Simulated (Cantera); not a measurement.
Thermodynamics of hydrogen reduction and annealing atmospheres, feed V2O5 + H2 + H2O

A closed system holds: 1 mol V2O5, 53 mol H2, 4.3 mol H2O, at 1602 °C.

Cantera equilibrium calculation (NASA polynomials, part measured and part estimated; ideal gas, pure solids and liquids). Candidate condensed phases: H2O, V, VO, V2O3, V2O4, V2O5; 12 gas species. Condensed phases not in the tables: the oxides between V2O3 and V2O5 other than VO2. Equilibrium is a limit: real reactors are often held back by kinetics, nucleation or transport.

At 0.0750 Torr nothing is condensed. From 0.315 Torr to 7500 Torr the condensed part is V2O3(s). The main V-bearing gas is VO2 throughout.

| P (Pa) | log p H2 | log p H2O | log p H | log p VO2 | n V2O3(s) |
|---|---|---|---|---|---|
| 10 | -4.09 | -5.06 | -5.23 | -5.50 | 0 |
| 42 | -3.44 | -4.37 | -4.91 | -5.38 | 0.701 |
| 180 | -2.80 | -3.71 | -4.58 | -5.37 | 0.930 |
| 750 | -2.18 | -3.09 | -4.27 | -5.37 | 0.983 |
| 3200 | -1.55 | -2.45 | -3.96 | -5.37 | 0.996 |
| 13000 | -0.94 | -1.85 | -3.65 | -5.37 | 0.999 |
| 56000 | -0.30 | -1.21 | -3.33 | -5.37 | 1.000 |
| 240000 | 0.33 | -0.58 | -3.02 | -5.37 | 1.000 |
| 1000000 | 0.95 | 0.04 | -2.71 | -5.37 | 1.000 |
log p: log10 of the partial pressure in bar; n: condensed amount in mol.
